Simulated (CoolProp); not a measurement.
A single-stage vapour-compression cycle with the fluid: evaporating at 317.15 K (dew point), condensing at 383.15 K (bubble point), superheat 5 K, subcooling 2 K, compressor efficiency 0.6, no pressure losses. The same conditions are run with several fluids, on thermodynamics alone (safety and materials aside).

Computed with CoolProp (reference Helmholtz-energy equation of state of each fluid (n-perfluorohexane: Gao 2022; R1233zd(E): Akasaka 2022; isobutane: Bücker 2006; R245fa: Akasaka 2015; ethanol: Schroeder 2014; dimethyl ether: Wu 2011)).

```json
[
 {"fluid": "n-perfluorohexane", "cooling COP": "0.972", "pressure ratio": "…", "discharge temperature (K)": "383.2", "refrigerating effect (kJ/kg)": "…", "volumetric capacity (kJ/m³)": "167"},
 {"fluid": "R1233zd(E)", "cooling COP": "1.93", "pressure ratio": "5.27", "discharge temperature (K)": "397.7", "refrigerating effect (kJ/kg)": "101", "volumetric capacity (kJ/m³)": "1300"},
 {"fluid": "isobutane", "cooling COP": "1.51", "pressure ratio": "4.04", "discharge temperature (K)": "391.2", "refrigerating effect (kJ/kg)": "131", "volumetric capacity (kJ/m³)": "1930"},
 {"fluid": "R245fa", "cooling COP": "1.78", "pressure ratio": "5.51", "discharge temperature (K)": "392.4", "refrigerating effect (kJ/kg)": "90.0", "volumetric capacity (kJ/m³)": "…"},
 {"fluid": "ethanol", "cooling COP": "2.44", "pressure ratio": "14.3", "discharge temperature (K)": "…", "refrigerating effect (kJ/kg)": "720", "volumetric capacity (kJ/m³)": "274"},
 {"fluid": "dimethyl ether", "cooling COP": "1.69", "pressure ratio": "4.00", "discharge temperature (K)": "416.0", "refrigerating effect (kJ/kg)": "…", "volumetric capacity (kJ/m³)": "3850"}
]
```

Some entries are withheld; supply them.


- n-perfluorohexane, pressure ratio: 7.15
- n-perfluorohexane, refrigerating effect (kJ/kg): 19.9
- R245fa, volumetric capacity (kJ/m³): 1400
- ethanol, discharge temperature (K): 490.6
- dimethyl ether, refrigerating effect (kJ/kg): 192

The compression ends wet for: n-perfluorohexane.
